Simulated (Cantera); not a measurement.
Input: 1 mol Pb, 3.3 mol H2S, 7.1 mol H2, equilibrated at 13300 Pa.

Cantera equilibrium calculation (NASA polynomials, part measured and part estimated; ideal gas, pure solids and liquids). Candidate condensed phases: Pb, PbS, S; 10 gas species. Gases not in the tables: S3 to S7. The numbers say what is thermodynamically allowed, not how fast it happens.

**Question.** Which condensed phases are stable at each of these points (T (K)): 950, 1025, 1100, 1175, 1250, 1325, 1400, 1475, 1550, 1625, 1700, 1775, 1850, 1925?

**Answer.** 
```json
[
 {"T (K)": "950", "condensed phases": "PbS(s)", "Pb condensed (%)": "99.8"},
 {"T (K)": "1025", "condensed phases": "PbS(s)", "Pb condensed (%)": "98.7"},
 {"T (K)": "1100", "condensed phases": "PbS(s)", "Pb condensed (%)": "92.4"},
 {"T (K)": "1175", "condensed phases": "PbS(s)", "Pb condensed (%)": "64.5"},
 {"T (K)": "1250", "condensed phases": "gas only", "Pb condensed (%)": "0.0"},
 {"T (K)": "1325", "condensed phases": "gas only", "Pb condensed (%)": "0.0"},
 {"T (K)": "1400", "condensed phases": "gas only", "Pb condensed (%)": "0.0"},
 {"T (K)": "1475", "condensed phases": "gas only", "Pb condensed (%)": "0.0"},
 {"T (K)": "1550", "condensed phases": "gas only", "Pb condensed (%)": "0.0"},
 {"T (K)": "1625", "condensed phases": "gas only", "Pb condensed (%)": "0.0"},
 {"T (K)": "1700", "condensed phases": "gas only", "Pb condensed (%)": "0.0"},
 {"T (K)": "1775", "condensed phases": "gas only", "Pb condensed (%)": "0.0"},
 {"T (K)": "1850", "condensed phases": "gas only", "Pb condensed (%)": "0.0"},
 {"T (K)": "1925", "condensed phases": "gas only", "Pb condensed (%)": "0.0"}
]
```

From 950 K to 1175 K the condensed part is PbS(s). From 1250 K to 1925 K nothing is condensed.
